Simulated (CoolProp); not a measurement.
Properties of ammonia at several states.

Computed with CoolProp (reference Helmholtz-energy equation of state, Gao 2020).

| T (°C) | p (kPa) | phase | Z | cp (kJ/(kg K)) | isothermal compressibility (1/MPa) | viscosity (µPa s) | Prandtl number | fugacity coefficient |
|---|---|---|---|---|---|---|---|---|
| 370.95 | 31900 | supercritical | ? | 3.779 | 0.03442 | 27.5 | 0.975 | 0.8520 |
| 243.15 | 21600 | supercritical | 0.6993 | ? | 0.06412 | 23.0 | 1.20 | 0.7412 |
| 268.25 | 7670 | gas | 0.9130 | 2.990 | ? | 19.9 | 0.902 | 0.9173 |

### Question
Complete the blanks.

### Answer

- 370.95, Z: 0.8608
- 243.15, cp (kJ/(kg K)): 4.769
- 268.25, isothermal compressibility (1/MPa): 0.1429

Viscosity comes from a separate model (Fenghour 1995). Thermal conductivity comes from a separate model (Tufeu 1984).
